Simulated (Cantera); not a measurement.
A jet of H2 : O2 : N2 = 0.036 : 0.11 : 0.79 (molar parts), equivalence ratio 0.16 at 300 K and 30.0 Torr hits a platinum plate 4.7 cm away at a mass flux of 0.13 kg/m²/s; the plate temperature is set and raised in steps from an oxygen-covered start.

Detailed kinetics in Cantera: Deutschmann's 1995 Pt surface mechanism with GRI-Mech 3.0 gas chemistry. Catalytic surfaces can have several steady states; this one follows from the mechanism file's or the stated starting coverage.

One state of this run: wall x H2 = 0.00395; wall x O2 = 0.0810; wall x H2O = 0.0653; wall x OH = 2.07e-8; θ free Pt = 0.215; θ O* = 0.784; θ OH* = 0.00177. x: mole fraction at the wall; θ: surface coverage.

**Question.** Which value of plate T (K) does it belong to?
(A) 850
(B) 650
(C) 600
(D) 750

**Answer.** A, 850
